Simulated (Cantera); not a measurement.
Input (Python, Cantera) and output of one run.

```python
import numpy as np
import cantera as ct

gas_names = [...]  # 110 gases of nasa_gas.yaml made of C, H, O
cond_names = """
    C(gr) C6H6(L) C7H8(L) C8H18(L),n-octa H2O(s) H2O(L)
""".split()


# ... load() reads the species with a 1 bar reference pressure and builds the phases ...
atoms = {
    'CH3OH': {'C': 1, 'H': 4, 'O': 1},
    'H2O': {'H': 2, 'O': 1},
    'H2': {'H': 2},
}
top_T = {'C(gr)': 4500}  # K; cautious upper limits of use, not melting points


# ... equilibrate(T, P, feed) seeds the gas with the atoms and calls Mixture.equilibrate('TP', solver="vcs", rtol=1e-11, max_steps=5000) ...
results = []
feed = {'CH3OH': 1, 'H2O': 0.1, 'H2': 38}  # mol
T = 1950  # K
P = 100000  # Pa
mix = equilibrate(T, P, feed)
results.append((T, P, feed, dict(zip(mix.species_names, mix.species_moles))))
print(gas.report(threshold=0.0001))
for i in range(1, mix.n_phases):
    print(f"{mix.phase(i).name:16s} {mix.phase_moles(i):12.5e} mol")
```

It prints:

```
       temperature   1950 K
          pressure   1e+05 Pa
           density   0.016566 kg/m^3
  mean mol. weight   2.6859 kg/kmol
   phase of matter   gas

                          1 kg             1 kmol
                     ---------------   ---------------
          enthalpy        1.8007e+07        4.8365e+07  J
   internal energy        1.1971e+07        3.2152e+07  J
           entropy             70970        1.9062e+05  J/K
    Gibbs function       -1.2039e+08       -3.2334e+08  J
 heat capacity c_p             12698             34106  J/K
 heat capacity c_v            9602.6             25791  J/K

                      mass frac. Y      mole frac. X     chem. pot. / RT
                     ---------------   ---------------   ---------------
                CO           0.25344          0.024303           -38.151
                 H        0.00042418         0.0011302           -9.7142
                H2           0.72968           0.97213           -19.428
               H2O          0.016221         0.0024184             -48.3
     [ +106 minor]        0.00023102        1.4683e-05

C(gr)             0.00000e+00 mol
```

Cantera equilibrium calculation (NASA polynomials, part measured and part estimated; ideal gas, pure solids and liquids).
